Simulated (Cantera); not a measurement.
Cantera run, input and output.

```python
import numpy as np
import cantera as ct

gas = ct.Solution("h2o2.yaml")
gas.TPX = 650, 13332, {'H2': 1, 'O2': 0.294, 'N2': 1.11, 'H2O': 0.072}
flame = ct.FreeFlame(gas, width=0.16)
flame.set_refine_criteria(ratio=3, slope=0.08, curve=0.16)
flame.transport_model = "mixture-averaged"
flame.solve(loglevel=0, auto=True)
z, T = flame.grid, flame.T
thick = (T[-1] - T[0]) / np.gradient(T, z).max()
show = ['H2', 'O2', 'H2O', 'HO2', 'OH', 'H']
print(f"laminar burning velocity  {flame.velocity[0] * 100:.3f} cm/s")
print(f"burnt temperature         {T[-1]:.1f} K")
print(f"thermal thickness         {thick * 1e3:.4f} mm")
print(f"grid points               {len(z)}")
z0 = z[flame.heat_release_rate.argmax()]
print(f"{'z/mm':>9s}{'T/K':>9s}{'u/(m/s)':>9s}" + "".join(f"{s:>11s}" for s in show))
rows = []
for k in (-3, -2, -1.5, -1, -0.5, -0.25, 0, 0.25, 0.5, 1, 2, 4, 8):
    zz = z0 + k * thick
    rows.append([k * thick, np.interp(zz, z, T), np.interp(zz, z, flame.velocity),
                 *(np.interp(zz, z, flame.X[gas.species_index(s)]) for s in show)])
    print(f"{rows[-1][0] * 1e3:9.3f}{rows[-1][1]:9.1f}{rows[-1][2]:9.3f}" + "".join(f"{x:11.3e}" for x in rows[-1][3:]))
```

Output:

```
laminar burning velocity  790.627 cm/s
burnt temperature         2325.3 K
thermal thickness         6.3776 mm
grid points               135
     z/mm      T/K  u/(m/s)         H2         O2        H2O        HO2         OH          H
  -19.133    650.0    7.906  4.039e-01  1.187e-01  2.908e-02  2.243e-12  8.254e-17  5.662e-14
  -12.755    650.0    7.906  4.039e-01  1.187e-01  2.908e-02  1.201e-10  3.746e-14  2.700e-11
   -9.566    650.0    7.906  4.039e-01  1.187e-01  2.908e-02  4.185e-09  2.286e-12  1.761e-09
   -6.378    650.0    7.906  4.039e-01  1.187e-01  2.908e-02  5.647e-07  8.789e-10  4.942e-07
   -3.189    657.2    7.987  4.025e-01  1.186e-01  2.961e-02  4.247e-05  1.979e-05  5.116e-04
   -1.594    763.0    9.193  3.805e-01  1.148e-01  4.007e-02  3.088e-05  2.385e-04  1.136e-02
    0.000   1121.6   13.190  2.342e-01  6.509e-02  1.428e-01  1.182e-05  2.554e-03  8.728e-02
    1.594   1365.3   15.878  1.316e-01  1.025e-02  2.482e-01  1.763e-06  5.145e-03  1.301e-01
    3.189   1459.6   16.865  1.285e-01  5.458e-03  2.587e-01  8.544e-07  6.249e-03  1.239e-01
    6.378   1572.8   18.024  1.361e-01  4.493e-03  2.619e-01  6.204e-07  7.557e-03  1.092e-01
   12.755   1705.8   19.350  1.451e-01  3.639e-03  2.660e-01  4.476e-07  8.776e-03  9.149e-02
   25.510   1847.0   20.718  1.538e-01  2.671e-03  2.714e-01  3.060e-07  9.460e-03  7.321e-02
   51.021   1984.6   22.013  1.616e-01  1.748e-03  2.778e-01  2.029e-07  9.276e-03  5.575e-02
```

Cantera simulation using the H2/O2 subset of GRI-Mech 3.0, which has no nitrogen chemistry; the numbers are that mechanism's predictions, not measurements. Burning velocities carry a grid error of a few per cent, more on coarse grids.
